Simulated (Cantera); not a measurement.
## Reactions in the system Fe-H-O

Source: NASA polynomial tables (part measured, part estimated), evaluated in Cantera. Values are per mole of reaction as written; species without (g) are pure solids or liquids, kept so even where they would boil at 1 bar. FeO: taken at fixed stoichiometry.

2 Fe(OH)₃ + FeO = 3 Fe(OH)₂ + O(g)

```json
[
 {"T (K)": "900", "ΔH° (kJ)": "478.9", "ΔS° (J/K)": "186.6", "ΔG° (kJ)": "310.9", "log10 K": "-18.05"},
 {"T (K)": "975", "ΔH° (kJ)": "479.3", "ΔS° (J/K)": "187.1", "ΔG° (kJ)": "296.9", "log10 K": "-15.91"},
 {"T (K)": "1050", "ΔH° (kJ)": "479.5", "ΔS° (J/K)": "187.2", "ΔG° (kJ)": "282.9", "log10 K": "-14.07"},
 {"T (K)": "1125", "ΔH° (kJ)": "479.3", "ΔS° (J/K)": "187.0", "ΔG° (kJ)": "268.9", "log10 K": "-12.48"},
 {"T (K)": "1200", "ΔH° (kJ)": "478.9", "ΔS° (J/K)": "186.7", "ΔG° (kJ)": "254.9", "log10 K": "-11.09"},
 {"T (K)": "1275", "ΔH° (kJ)": "478.2", "ΔS° (J/K)": "186.1", "ΔG° (kJ)": "240.9", "log10 K": "-9.87"},
 {"T (K)": "1350", "ΔH° (kJ)": "477.3", "ΔS° (J/K)": "185.5", "ΔG° (kJ)": "227.0", "log10 K": "-8.78"},
 {"T (K)": "1425", "ΔH° (kJ)": "476.2", "ΔS° (J/K)": "184.7", "ΔG° (kJ)": "213.1", "log10 K": "-7.81"},
 {"T (K)": "1500", "ΔH° (kJ)": "475.0", "ΔS° (J/K)": "183.8", "ΔG° (kJ)": "199.3", "log10 K": "-6.94"}
]
```

6 Fe(OH)₂ = 3 Fe₂O₃ + 12 H(g) + O₃(g)

```json
[
 {"T (K)": "900", "ΔH° (kJ)": "3759.6", "ΔS° (J/K)": "1407.0", "ΔG° (kJ)": "2493.3", "log10 K": "-144.71"},
 {"T (K)": "975", "ΔH° (kJ)": "3763.6", "ΔS° (J/K)": "1411.2", "ΔG° (kJ)": "2387.6", "log10 K": "-127.91"},
 {"T (K)": "1050", "ΔH° (kJ)": "3764.8", "ΔS° (J/K)": "1412.5", "ΔG° (kJ)": "2281.7", "log10 K": "-113.51"},
 {"T (K)": "1125", "ΔH° (kJ)": "3764.8", "ΔS° (J/K)": "1412.4", "ΔG° (kJ)": "2175.8", "log10 K": "-101.02"},
 {"T (K)": "1200", "ΔH° (kJ)": "3764.0", "ΔS° (J/K)": "1411.8", "ΔG° (kJ)": "2069.9", "log10 K": "-90.10"},
 {"T (K)": "1275", "ΔH° (kJ)": "3762.8", "ΔS° (J/K)": "1410.8", "ΔG° (kJ)": "1964.0", "log10 K": "-80.46"},
 {"T (K)": "1350", "ΔH° (kJ)": "3761.3", "ΔS° (J/K)": "1409.7", "ΔG° (kJ)": "1858.3", "log10 K": "-71.90"},
 {"T (K)": "1425", "ΔH° (kJ)": "3759.8", "ΔS° (J/K)": "1408.6", "ΔG° (kJ)": "1752.6", "log10 K": "-64.24"},
 {"T (K)": "1500", "ΔH° (kJ)": "3758.4", "ΔS° (J/K)": "1407.6", "ΔG° (kJ)": "1647.0", "log10 K": "-57.35"}
]
```

Fe(OH)₃ = Fe + 3 H(g) + O₃(g)

```csv
T (K),ΔH° (kJ),ΔS° (J/K),ΔG° (kJ),log10 K,condensed phases
900,1632.5,516.3,1167.9,-67.78,"Fe(OH)₃(s), Fe(α)"
975,1632.7,516.4,1129.2,-60.49,"Fe(OH)₃(s), Fe(α)"
1050,1633.8,517.5,1090.4,-54.24,"Fe(OH)₃(s), Fe(α)"
1125,1634.1,517.8,1051.6,-48.82,"Fe(OH)₃(s), Fe(α)"
1200,1633.9,517.6,1012.8,-44.08,"Fe(OH)₃(s), Fe(γ)"
1275,1632.4,516.4,974.0,-39.90,"Fe(OH)₃(s), Fe(γ)"
1350,1630.9,515.3,935.3,-36.19,"Fe(OH)₃(s), Fe(γ)"
1425,1629.5,514.2,896.7,-32.87,"Fe(OH)₃(s), Fe(γ)"
1500,1628.1,513.3,858.2,-29.88,"Fe(OH)₃(s), Fe(γ)"
```

4 H₂O(g) + 2 Fe₂O₃ = 4 Fe(OH)₂ + O₂(g)

```json
[
 {"T (K)": "900", "ΔH° (kJ)": "350.7", "ΔS° (J/K)": "-315.9", "ΔG° (kJ)": "635.0", "log10 K": "-36.86"},
 {"T (K)": "975", "ΔH° (kJ)": "353.8", "ΔS° (J/K)": "-312.7", "ΔG° (kJ)": "658.6", "log10 K": "-35.28"},
 {"T (K)": "1050", "ΔH° (kJ)": "358.4", "ΔS° (J/K)": "-308.1", "ΔG° (kJ)": "681.9", "log10 K": "-33.92"},
 {"T (K)": "1125", "ΔH° (kJ)": "363.6", "ΔS° (J/K)": "-303.3", "ΔG° (kJ)": "704.8", "log10 K": "-32.73"},
 {"T (K)": "1200", "ΔH° (kJ)": "369.0", "ΔS° (J/K)": "-298.7", "ΔG° (kJ)": "727.4", "log10 K": "-31.66"},
 {"T (K)": "1275", "ΔH° (kJ)": "374.4", "ΔS° (J/K)": "-294.3", "ΔG° (kJ)": "749.6", "log10 K": "-30.71"},
 {"T (K)": "1350", "ΔH° (kJ)": "379.8", "ΔS° (J/K)": "-290.2", "ΔG° (kJ)": "771.6", "log10 K": "-29.85"},
 {"T (K)": "1425", "ΔH° (kJ)": "385.0", "ΔS° (J/K)": "-286.5", "ΔG° (kJ)": "793.2", "log10 K": "-29.07"},
 {"T (K)": "1500", "ΔH° (kJ)": "390.0", "ΔS° (J/K)": "-283.0", "ΔG° (kJ)": "814.5", "log10 K": "-28.36"}
]
```
